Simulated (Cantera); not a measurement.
An isothermal, constant-pressure homogeneous reactor starts with C2H6 : N2 = 1 : 1.5 (molar parts), at 1350 K and 0.540 bar.

Cantera simulation using GRI-Mech 3.0 (53 species, 325 reactions); the numbers are that mechanism's predictions, not measurements. GRI-Mech 3.0 stops at C3 and has no aromatics, soot or wall deposition, so with more carbon than oxygen in the feed, carbon stays in small species such as C2H2 where larger ones or solid carbon would form.

Task: Predict: x(C2H6) at 70.0 s; x(C2H2) at 70.0 s; x(H2) at 70.0 s; x(CH4) at 70.0 s.

Result: 
```json
{
 "x(C2H6) at 70.0 s": "0.000148 (gas-phase equilibrium 0.000125)",
 "x(C2H2) at 70.0 s": "0.155 (gas-phase equilibrium 0.119)",
 "x(H2) at 70.0 s": "0.267 (gas-phase equilibrium 0.280)",
 "x(CH4) at 70.0 s": "0.150 (gas-phase equilibrium 0.141)"
}
```
